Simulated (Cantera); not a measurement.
**Premixed flame**

A freely propagating, adiabatic, planar premixed flame of 35.3 % CO, 1.69 % H₂, 13.2 % O₂, 49.8 % N₂, unburnt at 375 K and 2.40 bar; mixture-averaged transport, grid criteria slope 0.08 and curve 0.16, no radiation.

Model: GRI-Mech 3.0 (53 species, 325 reactions), integrated in Cantera. The hydrogen kinetics of GRI-Mech 3.0 are dated; newer H2 mechanisms differ, most at raised pressure. Burning velocities carry a grid error of a few per cent, more on coarse grids.

```
z (mm)   T (K)  u (m/s)   x CO     x H₂     x O₂      x NO    x N₂O    x CO₂
-------  -----  -------  -----  -------  -------  --------  -------  -------
-0.781     375    0.642  0.353   0.0169    0.132     <1e-8    <1e-8    <1e-8
-0.521     375    0.642  0.353   0.0168    0.132     <1e-8    <1e-8  6.46e-8
-0.391     375    0.642  0.353   0.0166    0.132     <1e-8    <1e-8  4.73e-7
-0.260     376    0.644  0.353   0.0159    0.132     <1e-8    <1e-8  1.17e-5
-0.130     422    0.720  0.353   0.0130    0.131   4.05e-8    <1e-8  0.00114
-0.0651    718     1.21  0.336  0.00959    0.121   1.16e-6  2.60e-8   0.0182
0         1207     1.99  0.289  0.00499   0.0911   6.05e-6  1.76e-7   0.0725
0.0651    1540     2.47  0.235  0.00199   0.0573   1.70e-5  4.19e-7    0.138
0.130     1734     2.73  0.200  0.00153   0.0384   3.06e-5  4.78e-7    0.182
0.260     1929     2.99  0.175  0.00169   0.0263   5.35e-5  4.29e-7    0.214
0.521     2099     3.21  0.161  0.00168   0.0196   8.53e-5  3.98e-7    0.233
1.04      2237     3.39  0.148  0.00153   0.0134  0.000136  3.50e-7    0.250
2.08      2340     3.52  0.137  0.00138  0.00802  0.000222  2.72e-7    0.265
```
x: mole fraction of selected species; z is measured from the peak of heat release.

laminar burning velocity: 64.2 cm/s
thermal thickness: 0.260 mm
grid points: 109
